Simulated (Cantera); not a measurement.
A perfectly stirred reactor is fed with 4.85 % H₂, 95.1 % O₂, at 0.0133 bar; it is held at 1200 K, and followed from long to short residence time.

Detailed kinetics in Cantera: the H2/O2 subset of GRI-Mech 3.0, which has no nitrogen chemistry. Radical loss at walls, strong at low pressure, is not modelled. The temperature is held fixed by assumption; the heat of reaction is taken as removed at once.

### Question
Predict: x(H₂) at τ = 0.660 s; x(O₂) at τ = 0.660 s; x(O) at τ = 0.660 s; x(H₂O₂) at τ = 0.660 s; x(H) at τ = 0.660 s; x(H₂) at τ = 29.0 ms; x(O₂) at τ = 29.0 ms; x(O) at τ = 29.0 ms; x(H₂O₂) at τ = 29.0 ms; x(H) at τ = 29.0 ms.

### Answer
| Property | Value |
|---|---|
| x(H₂) at τ = 0.660 s | 0.000219 |
| x(O₂) at τ = 0.660 s | 0.945 |
| x(O) at τ = 0.660 s | 0.00410 |
| x(H₂O₂) at τ = 0.660 s | 7.40e-8 |
| x(H) at τ = 0.660 s | 0.000354 |
| x(H₂) at τ = 29.0 ms | 0.00129 |
| x(O₂) at τ = 29.0 ms | 0.928 |
| x(O) at τ = 29.0 ms | 0.0191 |
| x(H₂O₂) at τ = 29.0 ms | 1.05e-7 |
| x(H) at τ = 29.0 ms | 0.00400 |
